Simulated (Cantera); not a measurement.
A closed system holds: 1 mol CH4, 0.34 mol NH3, a varied amount of N2, at 600 K and 9750 Torr.

Method: chemical equilibrium by Gibbs-energy minimisation in Cantera with the NASA 1993 tables (ideal gas, pure condensed phases). Candidate condensed phases: C, C6H6, C7H8, C8H18; 92 gas species. The numbers say what is thermodynamically allowed, not how fast it happens.

x: gas mole fraction; nothing condenses.

```json
[
 {"n(N2) (mol)": "2.5", "x N2": "0.641", "x CH4": "0.243", "x H2": "0.102", "x NH3": "0.0142", "x C2H6": "3.37e-7"},
 {"n(N2) (mol)": "5.6", "x N2": "0.795", "x CH4": "0.138", "x H2": "0.0599", "x NH3": "0.00708", "x C2H6": "1.87e-7"},
 {"n(N2) (mol)": "8.7", "x N2": "0.856", "x CH4": "…", "x H2": "…", "x NH3": "…", "x C2H6": "…"},
 {"n(N2) (mol)": "12", "x N2": "0.891", "x CH4": "0.0733", "x H2": "0.0328", "x NH3": "0.00304", "x C2H6": "9.61e-8"},
 {"n(N2) (mol)": "15", "x N2": "0.910", "x CH4": "…", "x H2": "…", "x NH3": "…", "x C2H6": "…"},
 {"n(N2) (mol)": "18", "x N2": "0.924", "x CH4": "0.0509", "x H2": "0.0232", "x NH3": "0.00184", "x C2H6": "6.56e-8"},
 {"n(N2) (mol)": "21", "x N2": "0.934", "x CH4": "0.0442", "x H2": "0.0203", "x NH3": "0.00151", "x C2H6": "5.65e-8"},
 {"n(N2) (mol)": "24", "x N2": "0.942", "x CH4": "0.0390", "x H2": "0.0180", "x NH3": "0.00127", "x C2H6": "4.96e-8"},
 {"n(N2) (mol)": "27", "x N2": "0.948", "x CH4": "0.0349", "x H2": "0.0162", "x NH3": "0.00108", "x C2H6": "4.42e-8"},
 {"n(N2) (mol)": "30", "x N2": "0.953", "x CH4": "0.0316", "x H2": "0.0147", "x NH3": "0.000941", "x C2H6": "3.99e-8"}
]
```

Q: What belongs in the gaps?

A: 
- 8.7, x CH4: 0.0968
- 8.7, x H2: 0.0427
- 8.7, x NH3: 0.00442
- 8.7, x C2H6: 1.29e-7
- 15, x CH4: 0.0601
- 15, x H2: 0.0272
- 15, x NH3: 0.00231
- 15, x C2H6: 7.80e-8
